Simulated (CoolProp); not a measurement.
Model: reference Helmholtz-energy equation of state, Fiedler 2023, in CoolProp.

Question: For tetrahydrofuran, give the phase and the Z, cp (kJ/(kg K)), cv (kJ/(kg K)), speed of sound (m/s) at 382 K and 0.497 MPa.

Answer: 
- 382 K and 0.497 MPa: liquid; Z 0.0144, cp 2.07, cv 1.49, speed of sound 896
